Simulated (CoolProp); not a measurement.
A single-stage vapour-compression cycle with carbonyl sulfide: evaporating at 241.15 K (dew point), condensing at 290.15 K (bubble point), superheat 5 K, subcooling 8 K, compressor efficiency 0.8, no pressure losses. Each further row changes one setting.

Computed with CoolProp (reference Helmholtz-energy equation of state, Lemmon 2006). It is a short technical equation, of lower accuracy than the large ones.

| case | cooling COP | pressure ratio | discharge temperature (K) | refrigerating effect (kJ/kg) | volumetric capacity (kJ/m³) |
|---|---|---|---|---|---|
| as stated | ? | 4.77 | 360.9 | 248 | 1670 |
| evaporating temperature 246.15 K | 3.88 | ? | 352.0 | 251 | 2020 |
| condensing temperature 285.15 K | 3.80 | ? | ? | 255 | 1720 |
| subcooling 13 K | 3.43 | 4.77 | 360.9 | 255 | 1720 |
| superheat 15 K | 3.29 | 4.77 | 373.7 | 255 | ? |
| compressor efficiency 0.7 | 2.93 | 4.77 | ? | 248 | 1670 |

Question: Fill in the missing entries.

Answer: 
- as stated, cooling COP: 3.35
- evaporating temperature 246.15 K, pressure ratio: 3.94
- condensing temperature 285.15 K, pressure ratio: 4.17
- condensing temperature 285.15 K, discharge temperature (K): 350.1
- superheat 15 K, volumetric capacity (kJ/m³): 1640
- compressor efficiency 0.7, discharge temperature (K): 374.1
